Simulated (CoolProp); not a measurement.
Saturation properties of R1224YDZ.

Model: reference Helmholtz-energy equation of state, Akasaka 2023, in CoolProp.

```
T (°C)  p (bar)  vapour density (kg/m³)  liquid cp (kJ/(kg K))
------  -------  ----------------------  ---------------------
-0.35    0.5419                   3.670                  1.102
4.45     0.6663                   4.454                  1.110
9.35     0.8155                   5.386                  1.119
14.15    0.9860                   6.441                  1.128
19.05     1.188                   7.678                  1.137
23.85     1.415                   9.063                  1.147
28.65     1.676                   10.64                  1.157
33.55     1.978                   12.46                  1.168
38.35     2.313                   14.47                  1.178
```

It boils at 14.9 °C under 1 atm.
